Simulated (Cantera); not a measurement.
A Cantera script and what it prints.

```python
import numpy as np
import cantera as ct

gas_names = [...]  # 91 gases of nasa_gas.yaml made of C, Cl, H
cond_names = """
    C(gr) C6H6(L) C7H8(L) C8H18(L),n-octa
""".split()


# ... load() reads the species with a 1 bar reference pressure and builds the phases ...
atoms = {
    'CCl4': {'C': 1, 'CL': 4},
    'HCl': {'H': 1, 'CL': 1},
    'H2': {'H': 2},
}
top_T = {'C(gr)': 4500}  # K; cautious upper limits of use, not melting points


# ... equilibrate(T, P, feed) seeds the gas with the atoms and calls Mixture.equilibrate('TP', solver="vcs", rtol=1e-11, max_steps=5000) ...
results = []
feed = {'CCl4': 1, 'HCl': 0.38, 'H2': 0.11}  # mol
P = 133.322  # Pa
for T in [1150, 1350, 1550, 1750, 1950, 2150, 2350, 2550, 2750, 2950, 3150]:
    mix = equilibrate(T, P, feed)
    results.append((T, P, feed, dict(zip(mix.species_names, mix.species_moles))))
    x = sorted(zip(gas.X, gas.species_names), reverse=True)
    print(f"T = {T:g} K  P = {P:g} Pa  gas = {mix.phase_moles(0):.4g} mol")
    print("   x: " + "  ".join(f"{s} {v:.3e}" for v, s in x if v > 0.0001))
    print("   condensed (mol): " + ("  ".join(f"{mix.phase(i).name} {mix.phase_moles(i):.4g}"
          for i in range(1, mix.n_phases) if mix.phase_moles(i) > 1e-12) or "none"))
```

It prints:

```
T = 1150 K  P = 133.322 Pa  gas = 2.571 mol
   x: CL2 7.036e-01  HCL 2.334e-01  CL 6.299e-02
   condensed (mol): C(gr) 1
T = 1350 K  P = 133.322 Pa  gas = 3.019 mol
   x: CL2 4.507e-01  CL 3.505e-01  HCL 1.987e-01
   condensed (mol): C(gr) 1
T = 1550 K  P = 133.322 Pa  gas = 3.944 mol
   x: CL 7.372e-01  HCL 1.521e-01  CL2 1.106e-01
   condensed (mol): C(gr) 1
T = 1750 K  P = 133.322 Pa  gas = 4.313 mol
   x: CL 8.454e-01  HCL 1.391e-01  CL2 1.548e-02
   condensed (mol): C(gr) 1
T = 1950 K  P = 133.322 Pa  gas = 4.369 mol
   x: CL 8.600e-01  HCL 1.372e-01  CL2 2.681e-03  H 1.179e-04
   condensed (mol): C(gr) 1
T = 2150 K  P = 133.322 Pa  gas = 4.385 mol
   x: CL 8.627e-01  HCL 1.350e-01  H 1.527e-03  CL2 6.263e-04  H2 1.748e-04
   condensed (mol): C(gr) 1
T = 2350 K  P = 133.322 Pa  gas = 4.437 mol
   x: CL 8.657e-01  HCL 1.212e-01  H 1.170e-02  H2 1.174e-03  CL2 1.871e-04
   condensed (mol): C(gr) 0.9993
T = 2550 K  P = 133.322 Pa  gas = 4.611 mol
   x: CL 8.716e-01  HCL 7.814e-02  H 4.604e-02  H2 2.904e-03  C3 7.990e-04  C 2.449e-04
   condensed (mol): C(gr) 0.9861
T = 2750 K  P = 133.322 Pa  gas = 4.9 mol
   x: CL 8.629e-01  H 8.688e-02  HCL 3.083e-02  C3 1.265e-02  C 2.832e-03  H2 2.151e-03  C2 1.224e-03  C2H 2.834e-04  C5 1.014e-04
   condensed (mol): C(gr) 0.7816
T = 2950 K  P = 133.322 Pa  gas = 5.331 mol
   x: CL 8.127e-01  H 1.017e-01  C3 5.098e-02  C 1.689e-02  HCL 8.838e-03  C2 7.113e-03  H2 7.556e-04  C2H 4.532e-04  C5 4.158e-04  C4 1.074e-04
   condensed (mol): none
T = 3150 K  P = 133.322 Pa  gas = 5.492 mol
   x: CL 7.947e-01  H 1.057e-01  C 4.794e-02  C3 3.644e-02  C2 1.176e-02  HCL 2.766e-03  H2 2.485e-04  C2H 2.204e-04  C5 1.080e-04
   condensed (mol): none
```

These are equilibrium values from Cantera (NASA tables, ideal gas, pure condensed phases), not measurements of a reactor. The tables' values for CCl are old estimates; treat these amounts as uncertain.
